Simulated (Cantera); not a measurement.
A Cantera script and what it prints.

```python
import numpy as np
import cantera as ct

gas_names = """
    C CO COS CO2 CS CS2 C2 C2O C3 C3O2 C4 C5 O O2 O3 S SO SO2 SO3 S2 S2O S8
""".split()
cond_names = """
    C(gr) S(cr1) S(cr2) S(L)
""".split()


# ... load() reads the species with a 1 bar reference pressure and builds the phases ...
atoms = {
    'CS2': {'C': 1, 'S': 2},
    'SO2': {'S': 1, 'O': 2},
    'O2': {'O': 2},
}
top_T = {'C(gr)': 4500}  # K; cautious upper limits of use, not melting points


# ... equilibrate(T, P, feed) seeds the gas with the atoms and calls Mixture.equilibrate('TP', solver="vcs", rtol=1e-11, max_steps=5000) ...
results = []
feed = {'CS2': 1, 'SO2': 0.25, 'O2': 1}  # mol
T = 2973  # K
P = 1333.22  # Pa
mix = equilibrate(T, P, feed)
results.append((T, P, feed, dict(zip(mix.species_names, mix.species_moles))))
print(gas.report(threshold=0.0001))
for i in range(1, mix.n_phases):
    print(f"{mix.phase(i).name:16s} {mix.phase_moles(i):12.5e} mol")
```

Output:

```
       temperature   2973 K
          pressure   1333.2 Pa
           density   0.0019423 kg/m^3
  mean mol. weight   36.012 kg/kmol
   phase of matter   gas

                          1 kg             1 kmol
                     ---------------   ---------------
          enthalpy        4.0394e+06        1.4546e+08  J
   internal energy        3.3529e+06        1.2074e+08  J
           entropy            8713.7        3.1379e+05  J/K
    Gibbs function       -2.1867e+07       -7.8745e+08  J
 heat capacity c_p            929.25             33464  J/K
 heat capacity c_v            698.37             25149  J/K

                      mass frac. Y      mole frac. X     chem. pot. / RT
                     ---------------   ---------------   ---------------
                CO           0.21864            0.2811           -39.182
               CO2           0.01095         0.0089598           -58.954
                 O          0.032911          0.074078           -19.773
                O2         0.0061132         0.0068799           -39.546
                 S           0.27619           0.31024           -18.212
                SO           0.33619           0.25192           -37.985
               SO2          0.076696          0.043116           -57.758
                S2          0.041877           0.02352           -36.424
               S2O        0.00038996        0.00017528           -56.197
     [  +13 minor]        3.7456e-05        2.2644e-05

C(gr)             0.00000e+00 mol
S(L)              0.00000e+00 mol
```

Method: chemical equilibrium by Gibbs-energy minimisation in Cantera with the NASA 1993 tables (ideal gas, pure condensed phases).
